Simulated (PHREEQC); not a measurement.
Solution (75 °C): 0.069 mol/kgw CuSO4, 0.00011 mol/kgw HBF4 and 0.39 mol/kgw Na2SO4. Closed to the air; pH follows from the charge balance.

All values are PHREEQC results (ion-association model, phreeqc.dat), not measurements.

```json
{
 "pH": "4.39",
 "ionic_strength": "0.971 mol/kgw",
 "activity_of_water": "0.981",
 "density": "1.030 g/cm³",
 "total_alkalinity": "-0.440 meq/kg"
}
```

| species | molality | activity | log γ |
|---|---|---|---|
| Na+ | 0.623 | 0.434 | -0.157 |
| SO4-2 | 0.261 | 0.0348 | -0.875 |
| NaSO4- | 0.157 | 0.0995 | -0.199 |
| CuSO4 | 0.0398 | 0.0498 | 0.097 |
| Cu+2 | 0.0288 | 0.00521 | -0.743 |
| HSO4- | 0.000641 | 0.000491 | -0.116 |
| F- | 0.000343 | 0.000189 | -0.257 |

This is a speciation only: nothing precipitates in the calculation. The ionic strength is past about 0.7 mol/kgw, beyond the range of this activity model, so the values are rough. Away from 25 °C the constants follow the database's enthalpies or fits; those with neither stay at their 25 °C values. Real BF4- forms and hydrolyses slowly; the run takes it at equilibrium.
